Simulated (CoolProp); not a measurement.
Vapour-liquid equilibrium of R143a (1) + R152A (2) at 182.7 K; x and y are mole fractions of (1).

Model: multi-fluid Helmholtz-energy mixture model, Lemmon and Jacobsen 2000 and Outcalt 1996; pair parameters Bell 2016, in CoolProp.

```json
[
 {"x": "0.05", "bubble pressure, mixture model (bar)": "0.01921", "bubble pressure, Raoult's law (bar)": "0.01761", "y, mixture model": "0.273", "y, Raoult's law": "0.209"},
 {"x": "0.15", "bubble pressure, mixture model (bar)": "0.02717", "bubble pressure, Raoult's law (bar)": "0.02349", "y, mixture model": "0.536", "y, Raoult's law": "0.469"},
 {"x": "0.25", "bubble pressure, mixture model (bar)": "0.03401", "bubble pressure, Raoult's law (bar)": "0.02936", "y, mixture model": "0.667", "y, Raoult's law": "0.625"},
 {"x": "0.35", "bubble pressure, mixture model (bar)": "0.04007", "bubble pressure, Raoult's law (bar)": "0.03524", "y, mixture model": "0.748", "y, Raoult's law": "0.729"},
 {"x": "0.45", "bubble pressure, mixture model (bar)": "0.04560", "bubble pressure, Raoult's law (bar)": "0.04112", "y, mixture model": "0.807", "y, Raoult's law": "0.804"},
 {"x": "0.55", "bubble pressure, mixture model (bar)": "0.05079", "bubble pressure, Raoult's law (bar)": "0.04700", "y, mixture model": "0.852", "y, Raoult's law": "0.860"},
 {"x": "0.65", "bubble pressure, mixture model (bar)": "0.05581", "bubble pressure, Raoult's law (bar)": "0.05288", "y, mixture model": "0.891", "y, Raoult's law": "0.903"},
 {"x": "0.75", "bubble pressure, mixture model (bar)": "0.06076", "bubble pressure, Raoult's law (bar)": "0.05875", "y, mixture model": "0.925", "y, Raoult's law": "0.938"},
 {"x": "0.85", "bubble pressure, mixture model (bar)": "0.06574", "bubble pressure, Raoult's law (bar)": "0.06463", "y, mixture model": "0.956", "y, Raoult's law": "0.966"},
 {"x": "0.95", "bubble pressure, mixture model (bar)": "0.07084", "bubble pressure, Raoult's law (bar)": "0.07051", "y, mixture model": "0.985", "y, Raoult's law": "0.990"}
]
```

The largest gap from Raoult's law is +15.8 % in bubble pressure, at x = 0.25. No azeotrope shows between x = 0.05 and 0.95.

The pair parameters rest on a limited set of measurements; away from them the model extrapolates.
